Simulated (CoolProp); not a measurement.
A Linde-Hampson liquefier for methane: isothermal reversible compression at 280 K from 1 atm to 25 MPa, throttling to 1 atm, return gas leaving the recuperator 10 K below the feed. Each further row changes one setting.

Values from CoolProp's reference Helmholtz-energy equation of state, Setzmann 1991.

| case | liquid yield per pass | compression work (kJ/kg of gas) |
|---|---|---|
| as stated | [?] | 740 |
| high pressure 50 MPa | 0.267 | 839 |
| warm-end temperature 310 K | [?] | [?] |
| warm-end gap 15 K | [?] | 740 |

### Question
Complete the blanks.

### Answer

- as stated, liquid yield per pass: 0.245
- warm-end temperature 310 K, liquid yield per pass: 0.182
- warm-end temperature 310 K, compression work (kJ/kg of gas): 842
- warm-end gap 15 K, liquid yield per pass: 0.235
